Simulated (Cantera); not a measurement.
# Ammonia decomposition in nitride growth gas

A perfectly stirred reactor is fed with NH3 : H2 = 1 : 0.47 (molar parts), at 1.70 bar; it is held at 2300 K, and followed from long to short residence time.

Detailed kinetics in Cantera: the gas-phase N/H chemistry of the illustrative SiF4/NH3 mechanism in the Surface Chemkin manual (1991). Walls and surfaces, which speed up NH3 decomposition in real reactors, are not modelled.

| τ (s) | x NH3 | x H2 | x H | x N2 | x N | x N2H2 |
|---|---|---|---|---|---|---|
| 2.9 | 0.000855 | 0.791 | 0.00656 | 0.201 | 1.56e-6 | 2.31e-9 |
| 1.1 | 0.00144 | 0.791 | 0.00643 | 0.201 | 2.47e-6 | 6.15e-9 |
| 0.43 | 0.00249 | 0.790 | 0.00613 | 0.201 | 3.71e-6 | 1.61e-8 |
| 0.16 | 0.00493 | 0.789 | 0.00546 | 0.200 | 5.19e-6 | 4.60e-8 |
| 0.062 | 0.0112 | 0.786 | 0.00439 | 0.199 | 6.16e-6 | 1.31e-7 |
| 0.023 | 0.0295 | 0.774 | 0.00321 | 0.193 | 6.48e-6 | 3.88e-7 |
| 0.0089 | 0.0714 | 0.745 | 0.00233 | 0.181 | 6.55e-6 | 1.04e-6 |
x: mole fraction; the columns are a selection and need not sum to one.
